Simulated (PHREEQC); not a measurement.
A solution holds 0.0054 mol NaAlO2 per kg of water, at 25 °C. Closed to the air; pH follows from the charge balance.

All values are PHREEQC results (ion-association model, phreeqc.dat), not measurements.

```
quantity                   before   after
------------------------  -------  ------
pH                           8.70    8.67
ionic strength (mol/kgw)  0.00540  0.0231
```

Problem. What was changed between the two runs?
(A) NaAlO2 from 0.0054 to 0.00486 mol/kgw
(B) temperature from 25 to 80 °C
(C) NaAlO2 from 0.0054 to 0.0027 mol/kgw
(D) 0.0061 mol/kgw Na2SO4 added
(E) diluted 5-fold with water

Solution. D, 0.0061 mol/kgw Na2SO4 added

Precipitation was switched off in this run. Some of these states are supersaturated (in Al(OH)3(a), Gibbsite (slow to form), for instance).
